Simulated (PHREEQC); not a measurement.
## Copper plating or etch bath: an equilibrium model

Solution (30 °C): 0.26 mol/kgw Cu(NO3)2 and 0.0095 mol/kgw HCl. Closed to the air; pH follows from the charge balance.

The numbers come from PHREEQC with the ion-association model, wateq4f.dat.

This is a speciation only: nothing precipitates in the calculation.

What pH does the model give?

pH 2.15.

In which forms is Cl present?

Cl- 84 %, CuCl+ 16 % of the Cl.

The ionic strength is past about 0.7 mol/kgw, beyond the range of this activity model, so the values are rough. Complexes and solids missing from the database can't appear.
